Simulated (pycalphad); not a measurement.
All values are pycalphad results on the COST 507 light-alloy database (1999) (1 atm), not direct measurements. No gas phase is included, though pure Mg would boil below 1650 K. These are 1990s assessments: newer ones move some temperatures and phases. Kinetics are ignored, which matters at the lower temperatures.

Molar enthalpy of Mg-6.32Si-1.3Al (at.%) in equilibrium (SER reference):

| T (K) | H (kJ/mol) | phases |
|---|---|---|
| 1650 | 49.55 | liquid |
| 1550 | 46.17 | liquid |
| 1450 | 42.79 | liquid |
| 1350 | 39.40 | liquid |
| 1250 | 36.02 | liquid |
| 1150 | 32.64 | liquid |
| 1100 | 30.95 | liquid |
| 1050 | 27.79 | liquid + MG2SI |
| 950 | 22.20 | liquid + MG2SI |
| 850 | 11.05 | hcp + MG2SI |
| 800 | 9.56 | hcp + MG2SI |
| 750 | 8.09 | hcp + MG2SI |
| 650 | 5.24 | hcp + MG2SI |
| 550 | 2.49 | hcp + MG2SI |
| 450 | -0.17 | hcp + MG2SI |
| 350 | -2.83 | hcp + MG2SI + ALMG_GAMMA |

Cooling from 1100 K to 850 K, across the freezing range, releases 19.9 kJ/mol, or 809 J/g. The slope is 34 J/(mol K) in the liquid and 30 J/(mol K) just below the solidus, where it includes any heat of precipitation. Liquidus 1088 K, solidus 881 K. Changes were sought between steps of 50 K, so a narrower field can be missed.

Database names, with the compositions (at.%) that they take in these runs: MG2SI: Mg 67 Si 33; ALMG_GAMMA: Mg 59 Al 41.
